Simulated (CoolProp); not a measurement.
Vapour-liquid equilibrium of n-hexane (1) + benzene (2) at 2.67 bar; x and y are mole fractions of (1).

Values from CoolProp's multi-fluid Helmholtz-energy mixture model, Thol 2019 and Thol 2012; pair parameters Bell 2016.

Question: Give the bubble temperature and the first vapour's composition at x = 0.35, 0.5, 0.65. Is there an azeotrope?

Answer: x = 0.35: 379.7 K, y = 0.438; x = 0.5: 378.0 K, y = 0.563; x = 0.65: 377.0 K, y = 0.683. y crosses x between x = 0.8 and 0.95: the model has an azeotrope there.

Pair parameters are fitted to limited data, so mixtures are less certain than the pure fluids.
